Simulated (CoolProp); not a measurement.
Vapour pressure (MPa) of tetrahydrofuran: the reference equation beside estimates from Tc = 267.0 °C, pc = 5.304 MPa, ω = 0.234.

Values from CoolProp's reference Helmholtz-energy equation of state, Fiedler 2023.

| T (°C) | reference | Soave-Redlich-Kwong | Peng-Robinson |
|---|---|---|---|
| 33.45 | 0.03097 | [?] | 0.03105 |
| 46.25 | 0.05112 | 0.04977 | 0.05101 |
| 59.05 | 0.08064 | 0.07896 | 0.08027 |
| 71.85 | 0.1223 | 0.1205 | [?] |
| 84.65 | 0.1792 | 0.1775 | 0.1782 |
| 97.45 | 0.2548 | 0.2538 | 0.2535 |
| 110.25 | 0.3527 | 0.3533 | 0.3516 |
| 123.15 | 0.4780 | 0.4813 | 0.4775 |
| 135.95 | 0.6329 | 0.6403 | 0.6339 |
| 148.75 | [?] | 0.8361 | 0.8264 |
| 161.55 | 1.052 | 1.073 | 1.060 |

Task: Some entries are withheld; supply them.

Result: 
- 33.45, Soave-Redlich-Kwong: 0.02999
- 71.85, Peng-Robinson: 0.1216
- 148.75, reference: 0.8226

Absolute difference from the reference over all 11 rows, mean and median: Soave-Redlich-Kwong 1.5 and 1.5 %, Peng-Robinson 0.4 and 0.5 %.
